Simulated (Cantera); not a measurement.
What does this Cantera script print?

```python
import numpy as np
import cantera as ct

gas = ct.Solution("gri30.yaml")
gas.TPX = 1698, 101325, {'CH4': 1, 'H2O': 2.1}
inlet = ct.Reservoir(gas, clone=True)

reactor = ct.IdealGasConstPressureReactor(gas, energy="off", clone=False)
exhaust = ct.Reservoir(gas, clone=True)
tau = [0.57, 0.24, 0.1, 0.042, 0.018, 0.0074, 0.0031, 0.0013][0]
for a, b in ((inlet, reactor), (reactor, exhaust)):
    ct.MassFlowController(a, b, mdot=lambda t: reactor.mass / tau)
net = ct.ReactorNet([reactor])
show = ['CH4', 'H2O', 'H', 'CH2O', 'C2H6', 'OH', 'C2H2']

rows = []
print(f"{'tau/s':>10s}{'T/K':>9s}" + "".join(f"{s:>11s}" for s in show))
for tau in [0.57, 0.24, 0.1, 0.042, 0.018, 0.0074, 0.0031, 0.0013]:
    net.initial_time = 0.0
    net.advance(30 * tau)
    before = gas.X
    net.advance(40 * tau)
    drift = np.max(np.abs(gas.X - before) / (gas.X + 1e-9))
    rows.append([gas.T, *gas[show].X, drift])
    print(f"{tau:10.3e}{gas.T:9.1f}" + "".join(f"{x:11.3e}" for x in gas[show].X))
```

It prints:

```
     tau/s      T/K        CH4        H2O          H       CH2O       C2H6         OH       C2H2
 5.700e-01   1698.0  3.878e-02  3.514e-01  9.512e-05  1.100e-06  1.349e-05  3.709e-06  3.959e-02
 2.400e-01   1698.0  5.371e-02  4.108e-01  8.708e-05  2.043e-06  2.840e-05  4.516e-06  5.363e-02
 1.000e-01   1698.0  7.450e-02  4.710e-01  7.693e-05  3.760e-06  6.057e-05  5.388e-06  6.374e-02
 4.200e-02   1698.0  1.032e-01  5.237e-01  6.531e-05  6.617e-06  1.279e-04  6.192e-06  6.586e-02
 1.800e-02   1698.0  1.402e-01  5.659e-01  5.313e-05  1.098e-05  2.581e-04  6.885e-06  5.903e-02
 7.400e-03   1698.0  1.859e-01  6.020e-01  4.021e-05  1.768e-05  5.025e-04  7.578e-06  4.452e-02
 3.100e-03   1698.0  2.308e-01  6.312e-01  2.811e-05  2.605e-05  8.639e-04  8.260e-06  2.745e-02
 1.300e-03   1698.0  2.693e-01  6.538e-01  1.741e-05  3.339e-05  1.263e-03  8.786e-06  1.249e-02
```

Cantera simulation using GRI-Mech 3.0 (53 species, 325 reactions); the numbers are that mechanism's predictions, not measurements.
